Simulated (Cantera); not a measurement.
Charge: 1 mol PbO, 0.53 mol CO, 0.79 mol N2, at 99.0 Pa.

Equilibrium computed with Cantera from the NASA thermochemical tables; the gas is ideal and each condensed phase is pure. Candidate condensed phases: C, Pb, PbO, PbO2, Pb3O4; 27 gas species. Mutual solubility and eutectic melting of coexisting phases are not modelled. Gases not in the tables: (PbO)n polymers. Kinetics and transport are ignored.

**Question.** Which condensed phases are stable at each of these points (T (°C)): 502, 602, 702, 802, 902, 1002, 1102, 1202?

**Answer.** 
| T (°C) | condensed phases | Pb condensed (%) |
|---|---|---|
| 502 | Pb(l) + PbO(yellow) | 100.0 |
| 602 | Pb(l) + PbO(yellow) | 99.9 |
| 702 | Pb(l) + PbO(yellow) | 98.7 |
| 802 | Pb(l) + PbO(yellow) | 88.5 |
| 902 | PbO(l) | 39.2 |
| 1002 | gas only | 0.0 |
| 1102 | gas only | 0.0 |
| 1202 | gas only | 0.0 |

From 502 °C to 802 °C the condensed part is Pb(l) + PbO(yellow). At 902 °C the condensed part is PbO(l). From 1002 °C to 1202 °C nothing is condensed.
